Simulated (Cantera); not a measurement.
## Pyrogenic steam for wet oxidation

An isothermal, constant-pressure homogeneous reactor starts with H₂ : O₂ : N₂ = 1.6 : 1 : 6.3 (molar parts), at 1223 K and 0.580 bar.

Computed with Cantera and GRI-Mech 3.0 (53 species, 325 reactions). The temperature is held fixed by assumption; the heat of reaction is taken as removed at once.

| t (s) | x H₂ | x O₂ | x H₂O₂ | x OH | x O |
|---|---|---|---|---|---|
| 0.000500 | 0.00261 | 0.0257 | 2.98e-6 | 0.000913 | 0.000469 |
| 0.00115 | 0.000529 | 0.0248 | 1.35e-6 | 0.000347 | 7.67e-5 |
| 0.00263 | 0.000102 | 0.0247 | 4.70e-7 | 0.000150 | 1.39e-5 |
| 0.00602 | 1.94e-5 | 0.0247 | 1.55e-7 | 7.27e-5 | 3.06e-6 |
| 0.0138 | 4.09e-6 | 0.0247 | 5.30e-8 | 3.86e-5 | 8.38e-7 |
| 0.0316 | 1.09e-6 | 0.0247 | 1.95e-8 | 2.22e-5 | 2.76e-7 |
| 0.0725 | 3.70e-7 | 0.0247 | 7.82e-9 | 1.36e-5 | 1.04e-7 |
| 0.166 | 1.47e-7 | 0.0247 | 3.35e-9 | 8.72e-6 | 4.29e-8 |
| 0.381 | 6.77e-8 | 0.0247 | 1.57e-9 | 5.89e-6 | 1.96e-8 |
| 0.873 | 4.08e-8 | 0.0247 | 8.94e-10 | 4.40e-6 | 1.09e-8 |
| 2.00 | 3.44e-8 | 0.0247 | 7.14e-10 | 3.91e-6 | 8.65e-9 |
x: mole fraction; the columns are a selection and need not sum to one.

Equilibrium at this temperature and pressure: H₂ 3.38e-8, O₂ 0.0247, H₂O₂ 6.93e-10, OH 3.85e-6, O 8.38e-9 (gas phase only).
